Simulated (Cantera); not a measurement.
Feed: 1 mol C₂F₆, a varied amount of H₂, equilibrated at 4.90e-5 bar.

Cantera equilibrium calculation (NASA polynomials, part measured and part estimated; ideal gas, pure solids and liquids). Candidate condensed phases: C, C₆H₆, C₇H₈, C₈H₁₈; 95 gas species. The feed counts by its element totals alone. Kinetics and transport are ignored.

Q: What condenses at these points (T in K, n(H₂) in mol): (3075, 2.3); (2575, 6.9); (2575, 7.6); (3175, 0.82); (2975, 5.4)?

A: 
```json
[
 {"T (K)": "3075", "n(H₂) in mol": "2.3", "condensed phases": "gas only", "C condensed (%)": "0.0"},
 {"T (K)": "2575", "n(H₂) in mol": "6.9", "condensed phases": "C", "C condensed (%)": "15.3"},
 {"T (K)": "2575", "n(H₂) in mol": "7.6", "condensed phases": "C", "C condensed (%)": "7.5"},
 {"T (K)": "3175", "n(H₂) in mol": "0.82", "condensed phases": "gas only", "C condensed (%)": "0.0"},
 {"T (K)": "2975", "n(H₂) in mol": "5.4", "condensed phases": "gas only", "C condensed (%)": "0.0"}
]
```
